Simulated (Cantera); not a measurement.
# Hydrocarbon pyrolysis for carbon deposition

A perfectly stirred reactor is fed with 0.285 % CH4, 99.7 % N2, at 100.0 Torr; it is held at 1775 K, and followed from long to short residence time.

Cantera simulation using GRI-Mech 3.0 (53 species, 325 reactions); the numbers are that mechanism's predictions, not measurements. GRI-Mech 3.0 stops at C3 and has no aromatics, soot or wall deposition, so with more carbon than oxygen in the feed, carbon stays in small species such as C2H2 where larger ones or solid carbon would form.

```json
[
 {"τ (s)": "1.9", "x CH4": "0.000152", "x CH2": "2.04e-7", "x C2H": "8.34e-8", "x C2H2": "0.00125", "x H2": "0.00399", "x CH3": "2.50e-5", "x HCN": "0.000159"},
 {"τ (s)": "0.64", "x CH4": "0.000304", "x CH2": "3.00e-7", "x C2H": "7.31e-8", "x C2H2": "0.00121", "x H2": "0.00374", "x CH3": "4.40e-5", "x HCN": "6.69e-5"},
 {"τ (s)": "0.22", "x CH4": "0.000586", "x CH2": "4.03e-7", "x C2H": "5.91e-8", "x C2H2": "0.00106", "x H2": "0.00328", "x CH3": "7.36e-5", "x HCN": "2.51e-5"},
 {"τ (s)": "0.072", "x CH4": "0.00109", "x CH2": "4.83e-7", "x C2H": "4.12e-8", "x C2H2": "0.000772", "x H2": "0.00246", "x CH3": "0.000116", "x HCN": "7.32e-6"},
 {"τ (s)": "0.024", "x CH4": "0.00181", "x CH2": "4.60e-7", "x C2H": "2.10e-8", "x C2H2": "0.000368", "x H2": "0.00132", "x CH3": "0.000153", "x HCN": "1.40e-6"},
 {"τ (s)": "0.0080", "x CH4": "0.00252", "x CH2": "2.50e-7", "x C2H": "4.57e-9", "x C2H2": "5.69e-5", "x H2": "0.000317", "x CH3": "0.000130", "x HCN": "9.22e-8"},
 {"τ (s)": "0.0027", "x CH4": "0.00278", "x CH2": "6.25e-8", "x C2H": "2.67e-10", "x C2H2": "1.78e-6", "x H2": "4.16e-5", "x CH3": "5.66e-5", "x HCN": "2.98e-9"},
 {"τ (s)": "0.00090", "x CH4": "0.00283", "x CH2": "1.17e-8", "x C2H": "2.89e-12", "x C2H2": "2.69e-8", "x H2": "9.69e-6", "x CH3": "1.91e-5", "x HCN": "1.38e-10"}
]
```
x: mole fraction; the columns are a selection and need not sum to one.
